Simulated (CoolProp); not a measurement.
Properties of CF4 (R14) along the isobar 803 kPa.

Values from CoolProp's reference Helmholtz-energy equation of state, Platzer 1990. This equation is an older, rougher fit.

```
T (°C)  phase  cp (kJ/(kg K))  fugacity coefficient
------  -----  --------------  --------------------
-74.25    gas          0.6153                     ?
-60.25    gas          0.6163                0.9123
-46.15    gas          0.6260                     ?
-32.15    gas               ?                0.9402
-18.15    gas          0.6565                0.9501
-4.15     gas          0.6743                     ?
9.95      gas          0.6928                0.9648
23.95     gas          0.7113                0.9704
37.95     gas               ?                0.9751
52.05     gas               ?                0.9791
66.05     gas          0.7651                0.9825
80.05     gas               ?                0.9854
```

Task: Complete the blanks.

Result: 
- -74.25, fugacity coefficient: 0.8924
- -46.15, fugacity coefficient: 0.9279
- -32.15, cp (kJ/(kg K)): 0.6400
- -4.15, fugacity coefficient: 0.9581
- 37.95, cp (kJ/(kg K)): 0.7297
- 52.05, cp (kJ/(kg K)): 0.7477
- 80.05, cp (kJ/(kg K)): 0.7819
